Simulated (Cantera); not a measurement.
A diamond (100) surface in a fixed gas of H2 with x(CH4) = 0.0039, x(H) = 0.029, at 1100 K, 188 Torr; coverages are run to steady state.

Model: the Harris–Goodwin 1993 mechanism for the reconstructed diamond (100) surface, integrated in Cantera.

θ: site fractions in the mechanism's names (c6HH fully hydrogenated, c6H* and c6*H radical sites, c6** diradical, c6HM methylated).

```tsv
x(CH3)	growth (µm/h)	θ c6HH	θ c6H*	θ c6*H	θ c6**	θ c6HM
1e-06	___	0.511	0.0295	0.441	0.0189	1.27e-5
2.4e-06	___	0.511	0.0295	0.441	0.0189	3.05e-5
5.9e-06	___	0.511	0.0295	0.441	0.0189	7.49e-5
1.4e-05	___	0.511	0.0295	0.441	0.0189	0.000178
3.5e-05	___	0.511	0.0295	0.440	0.0189	0.000444
8.5e-05	___	0.510	0.0294	0.440	0.0188	0.00108
0.00021	___	0.509	0.0294	0.439	0.0188	0.00265
0.0005	___	0.506	0.0292	0.436	0.0186	0.00628
0.0012	___	0.500	0.0288	0.431	0.0182	0.0148
```

Question: Complete the blanks.

Answer: 
- 1e-06, growth (µm/h): 0.199
- 2.4e-06, growth (µm/h): 0.477
- 5.9e-06, growth (µm/h): 1.17
- 1.4e-05, growth (µm/h): 2.78
- 3.5e-05, growth (µm/h): 6.95
- 8.5e-05, growth (µm/h): 16.9
- 0.00021, growth (µm/h): 41.5
- 0.0005, growth (µm/h): 98.2
- 0.0012, growth (µm/h): 232
